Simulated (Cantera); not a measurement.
## Counterflow diffusion flame

A counterflow diffusion flame at 1.00 bar, nozzles 20 mm apart: fuel side CH4 = 1 (molar parts) at 600 K, oxidiser side O2 : N2 = 0.26 : 0.74 (molar parts) at 450 K, fuel mass flux 0.62 times the oxidiser's; mixture-averaged transport, no radiation.

Computed with Cantera and GRI-Mech 3.0 (53 species, 325 reactions). GRI-Mech 3.0 has no aromatics or soot, which form on the fuel side of real flames. The maximum strain rate includes the flame's own expansion and is several times the mean.

| oxidiser flux (kg/m²/s) | max strain (1/s) | mean strain (1/s) | T max (K) | peak x OH | peak x H | peak x NO | peak x CO | peak x C2H2 |
|---|---|---|---|---|---|---|---|---|
| 0.25 | 198 | 40.2 | 2311 | 0.0133 | 0.00606 | 0.000497 | 0.0841 | 0.0213 |
| 0.36 | 271 | 57.9 | 2290 | 0.0133 | 0.00636 | 0.000448 | 0.0821 | 0.0205 |
| 0.51 | 367 | 82.0 | 2274 | 0.0132 | 0.00665 | 0.000407 | 0.0803 | 0.0196 |
| 0.72 | 498 | 116 | 2259 | 0.0131 | 0.00692 | 0.000370 | 0.0787 | 0.0188 |
| 1 | 669 | 161 | 2248 | 0.0131 | 0.00721 | 0.000335 | 0.0774 | 0.0180 |
| 1.5 | 964 | 241 | 2229 | 0.0128 | 0.00748 | 0.000287 | 0.0759 | 0.0168 |
| 2.1 | 1310 | 338 | 2210 | 0.0125 | 0.00764 | 0.000244 | 0.0747 | 0.0157 |
| 2.9 | 1760 | 466 | 2190 | 0.0120 | 0.00770 | 0.000200 | 0.0738 | 0.0144 |
| 4.2 | 2470 | 675 | 2162 | 0.0113 | 0.00765 | 0.000150 | 0.0731 | 0.0128 |
| 5.9 | 3380 | 949 | 2128 | 0.0104 | 0.00737 | 0.000104 | 0.0728 | 0.0108 |
x: mole fraction; the columns are a selection and need not sum to one.
